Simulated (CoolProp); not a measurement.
Vapour-liquid equilibrium of carbon dioxide (1) + dimethyl ether (2) at 255.3 K; x and y are mole fractions of (1).

The numbers come from the multi-fluid Helmholtz-energy mixture model, Span 1996 and Wu 2011; pair parameters Bell 2016 in CoolProp.

```csv
x,bubble pressure (bar),y at the bubble point,dew pressure at overall composition x (bar),liquid density (mol/L)
0.05,1.976,0.335,1.424,16.07
0.125,2.982,0.585,1.537,16.56
0.2,4.084,0.717,1.670,17.07
0.275,5.283,0.798,1.826,17.59
0.35,6.579,0.851,2.016,18.14
0.425,7.970,0.889,2.248,18.71
0.5,9.452,0.917,2.541,19.29
0.575,11.02,0.938,2.921,19.89
0.65,12.66,0.955,3.437,20.50
0.725,14.36,0.968,4.176,21.12
0.8,16.12,0.979,5.327,21.74
0.875,17.92,0.988,7.378,22.33
0.95,19.77,0.995,12.12,22.89
```

No azeotrope shows between x = 0.05 and 0.95.

Pair parameters are fitted to limited data, so mixtures are less certain than the pure fluids.
